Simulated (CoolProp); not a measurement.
Saturation properties of ammonia.

Values from CoolProp's reference Helmholtz-energy equation of state, Gao 2020.

```tsv
T (K)	p (kPa)	vapour Z	vapour viscosity (µPa s)
274.4	449.7	0.9293	9.09
278.8	527.7	0.9219	9.23
283.2	615.9	0.9139	9.37
287.5	712.6	0.9057	9.50
291.9	823.3	0.8967	9.64
296.3	946.8	0.8872	9.78
300.7	1084	0.8772	9.92
305.1	1236	0.8666	10.1
309.5	1403	0.8554	10.2
313.8	1583	0.8439	10.3
318.2	1784	0.8315	10.5
322.6	2004	0.8186	10.7
```

It boils at 239.8 K under 1 atm.

Viscosity comes from a separate model (Fenghour 1995).
